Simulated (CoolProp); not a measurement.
Propylene along the isotherm 575 K: density (kg/m³) from the reference equation and from simpler models built on Tc = 364.2 K, pc = 4.555 MPa, ω = 0.146; each cubic takes its own stable root.

The numbers come from the reference Helmholtz-energy equation of state, Lemmon 2013 in CoolProp.

```json
[
 {"p (MPa)": "0.854", "phase": "gas", "reference": "7.617", "ideal gas": "7.517", "Redlich-Kwong": "7.632", "Peng-Robinson": "7.632"},
 {"p (MPa)": "1.71", "phase": "gas", "reference": "15.45", "ideal gas": "15.05", "Redlich-Kwong": "15.52", "Peng-Robinson": "15.51"},
 {"p (MPa)": "2.56", "phase": "gas", "reference": "23.43", "ideal gas": "22.53", "Redlich-Kwong": "23.58", "Peng-Robinson": "23.56"},
 {"p (MPa)": "3.42", "phase": "gas", "reference": "31.69", "ideal gas": "30.10", "Redlich-Kwong": "31.97", "Peng-Robinson": "31.91"},
 {"p (MPa)": "4.27", "phase": "gas", "reference": "40.05", "ideal gas": "37.58", "Redlich-Kwong": "40.50", "Peng-Robinson": "40.36"},
 {"p (MPa)": "5.12", "phase": "supercritical", "reference": "48.58", "ideal gas": "45.07", "Redlich-Kwong": "49.24", "Peng-Robinson": "48.99"},
 {"p (MPa)": "5.98", "phase": "supercritical", "reference": "57.39", "ideal gas": "52.63", "Redlich-Kwong": "58.29", "Peng-Robinson": "57.89"},
 {"p (MPa)": "6.83", "phase": "supercritical", "reference": "66.24", "ideal gas": "60.12", "Redlich-Kwong": "67.43", "Peng-Robinson": "66.82"}
]
```
